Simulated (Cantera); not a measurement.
A closed system holds: 1 mol Fe2O3, 2.4 mol CO, at 0.00133 bar.

Equilibrium computed with Cantera from the NASA thermochemical tables; the gas is ideal and each condensed phase is pure. Candidate condensed phases: C, Fe, Fe(CO)5, FeO, Fe2O3, Fe3O4; 15 gas species. The tables' stoichiometric FeO is somewhat more stable than real wüstite, so its field is too wide. FeO: taken at fixed stoichiometry. Rates play no part.

Task: At 1700 °C, list the 4 most abundant gas species with their mole fractions, and the condensed phases.

Result: CO 0.541, CO2 0.430, Fe 0.0264, FeO 0.00176. Condensed: FeO(l).
